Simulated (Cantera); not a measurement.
Charge: 1 mol Cr, 0.35 mol N₂O, 0.37 mol N₂, held at 0.0100 bar.

These are equilibrium values from Cantera (NASA tables, ideal gas, pure condensed phases), not measurements of a reactor. Candidate condensed phases: Cr, CrN, Cr₂N, Cr₂O₃; 14 gas species. Mutual solubility and eutectic melting of coexisting phases are not modelled. Rates play no part.

Q: At 1602 °C, list the 3 most abundant gas species with their mole fractions, and the condensed phases.

A: N₂ 0.974, Cr 0.0254, CrO 0.000133. Condensed: Cr(s) + Cr₂O₃(s).
